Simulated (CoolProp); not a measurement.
Vapour-liquid equilibrium of cis-2-butene (1) + acetone (2) at 402.5 K; x and y are mole fractions of (1).

Model: multi-fluid Helmholtz-energy mixture model, Lemmon 2005 and Lemmon 2006; pair parameters Bell 2016, in CoolProp.

```
x     bubble pressure, mixture model (kPa)  bubble pressure, Raoult's law (kPa)  y, mixture model  y, Raoult's law
----  ------------------------------------  -----------------------------------  ----------------  ---------------
0.05                                 900.2                                830.5             0.183            0.147
0.15                                  1185                                 1001               ___            0.367
0.25                                  1430                                 1171               ___            0.523
0.35                                  1637                                 1341             0.615            0.639
0.45                                  1812                                 1512               ___            0.729
0.55                                  1963                                 1682             0.730            0.801
0.65                                  2096                                 1852             0.780            0.859
0.75                                  2217                                 2022             0.831            0.908
0.85                                  2325                                 2193             0.889            0.949
0.95                                  2415                                 2363             0.959            0.984
```

Some entries are withheld; supply them.


- 0.15, y, mixture model: 0.403
- 0.25, y, mixture model: 0.531
- 0.45, y, mixture model: 0.678

The largest gap from Raoult's law is +22.1 % in bubble pressure, at x = 0.25. No azeotrope shows between x = 0.05 and 0.95.

Pair parameters are fitted to limited data, so mixtures are less certain than the pure fluids.
